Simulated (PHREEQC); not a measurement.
0.11 g of hydrous ferric oxide (600 m²/g; 0.2 weak and 0.005 strong sites per Fe, Dzombak-Morel constants, diffuse double layer) in 1 kg of water with 0.01 mol/kgw of an inert sodium salt and 4.1e-05 mol Na2HAsO4, at 25 °C; the pH is set by adding NaOH or the inert anion's acid. Oxygen is held at 0.21 atm. The system is closed to CO2. No solid was allowed to form.

Base run: PHREEQC, ion-association model, wateq4f.dat. Each further column changes one thing. The table gives surface charge σ (C/m²).

```json
[
 {"pH": "3", "base": "0.247", "background salt from 0.01 to 0.001 mol/kgw": "0.192", "oxide from 0.11 to 0.55 g/kgw": "0.310", "4.5e-05 mol/kgw NiCl2 added": "0.247"},
 {"pH": "3.75", "base": "0.185", "background salt from 0.01 to 0.001 mol/kgw": "0.102", "oxide from 0.11 to 0.55 g/kgw": "0.235", "4.5e-05 mol/kgw NiCl2 added": "0.186"},
 {"pH": "4.88", "base": "0.083", "background salt from 0.01 to 0.001 mol/kgw": "0.033", "oxide from 0.11 to 0.55 g/kgw": "0.114", "4.5e-05 mol/kgw NiCl2 added": "0.083"},
 {"pH": "5.62", "base": "0.041", "background salt from 0.01 to 0.001 mol/kgw": "0.015", "oxide from 0.11 to 0.55 g/kgw": "0.061", "4.5e-05 mol/kgw NiCl2 added": "0.041"},
 {"pH": "6.38", "base": "0.017", "background salt from 0.01 to 0.001 mol/kgw": "0.006", "oxide from 0.11 to 0.55 g/kgw": "0.029", "4.5e-05 mol/kgw NiCl2 added": "0.017"},
 {"pH": "7.12", "base": "0.004", "background salt from 0.01 to 0.001 mol/kgw": "0.001", "oxide from 0.11 to 0.55 g/kgw": "0.012", "4.5e-05 mol/kgw NiCl2 added": "0.005"},
 {"pH": "8.25", "base": "-0.011", "background salt from 0.01 to 0.001 mol/kgw": "-0.004", "oxide from 0.11 to 0.55 g/kgw": "-0.004", "4.5e-05 mol/kgw NiCl2 added": "-0.009"},
 {"pH": "9", "base": "-0.024", "background salt from 0.01 to 0.001 mol/kgw": "-0.009", "oxide from 0.11 to 0.55 g/kgw": "-0.016", "4.5e-05 mol/kgw NiCl2 added": "-0.021"}
]
```

The oxide is taken as insoluble; below pH 4 it would dissolve. The database has no arsenate complexes of Ni.
